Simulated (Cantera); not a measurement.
Charge: 1 mol Fe2O3, a varied amount of H2, held at 1748.15 K and 45.0 Pa.

Equilibrium computed with Cantera from the NASA thermochemical tables; the gas is ideal and each condensed phase is pure. Candidate condensed phases: Fe, FeO, Fe(OH)2, Fe(OH)3, Fe2O3, Fe3O4, H2O; 12 gas species. Mutual solubility and eutectic melting of coexisting phases are not modelled. The tables' stoichiometric FeO is somewhat more stable than real wüstite, so its field is too wide. FeO: taken at fixed stoichiometry. Rates play no part.

Question: Which condensed phases are stable at each of these points (n(H2) (mol)): 0.38, 1, 2.9, 7.8, 21, 59, 160, 440, 1200?

Answer: 
```tsv
n(H2) (mol)	condensed phases	Fe condensed (%)
0.38	FeO(l) + Fe3O4(s)	100.0
1	FeO(l)	100.0
2.9	FeO(l)	96.4
7.8	Fe(δ) + FeO(l)	87.8
21	Fe(δ)	67.2
59	Fe(δ)	7.9
160	gas only	0.0
440	gas only	0.0
1200	gas only	0.0
```

At 0.38 mol H2 the condensed part is FeO(l) + Fe3O4(s). From 1 mol H2 to 2.9 mol H2 the condensed part is FeO(l). At 7.8 mol H2 the condensed part is Fe(δ) + FeO(l). From 21 mol H2 to 59 mol H2 the condensed part is Fe(δ). From 160 mol H2 to 1200 mol H2 nothing is condensed.
